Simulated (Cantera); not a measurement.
## Gas activation for diamond growth

An isothermal, constant-pressure homogeneous reactor starts with CH4 : H2 = 0.026 : 1 (molar parts), at 1823 K and 1330 Pa.

Model: GRI-Mech 3.0 (53 species, 325 reactions), integrated in Cantera. GRI-Mech 3.0 stops at C3 and has no aromatics, soot or wall deposition, so with more carbon than oxygen in the feed, carbon stays in small species such as C2H2 where larger ones or solid carbon would form. Radical loss at walls, strong at low pressure, is not modelled.

```
t (s)        x CH4   x H2    x C2H2     x C2H     x CH2     x CH3
--------  --------  -----  --------  --------  --------  --------
3.00e-6     0.0253  0.975    <1e-12    <1e-12    <1e-12   1.17e-7
1.06e-5     0.0253  0.975    <1e-12    <1e-12    <1e-12   3.95e-7
3.74e-5     0.0253  0.975    <1e-12    <1e-12  1.29e-12   1.26e-6
0.000132    0.0253  0.975    <1e-12    <1e-12  2.09e-11   3.90e-6
0.000467    0.0253  0.975  1.36e-11    <1e-12  3.23e-10   1.30e-5
0.00165     0.0253  0.975   2.43e-9    <1e-12   4.34e-9   4.52e-5
0.00583     0.0252  0.974   4.93e-7  1.48e-12   5.38e-8  0.000158
0.0206      0.0246  0.974   7.40e-5  7.63e-10   5.81e-7  0.000528
0.0727      0.0200  0.975   0.00203   4.78e-8   2.27e-6  0.000981
0.257      0.00956  0.980   0.00738   2.09e-7   1.68e-6  0.000563
0.907      0.00272  0.983    0.0109   3.59e-7   7.00e-7  0.000187
3.21      0.000647  0.984    0.0120   4.30e-7   2.05e-7   4.84e-5
11.3      0.000173  0.984    0.0122   4.48e-7   5.76e-8   1.33e-5
40.0       7.65e-5  0.984    0.0123   4.51e-7   2.56e-8   5.86e-6
```
x: mole fraction; the columns are a selection and need not sum to one.

Equilibrium at this temperature and pressure: CH4 7.03e-5, H2 0.984, C2H2 0.0123, C2H 4.51e-7, CH2 2.35e-8, CH3 5.39e-6 (gas phase only).
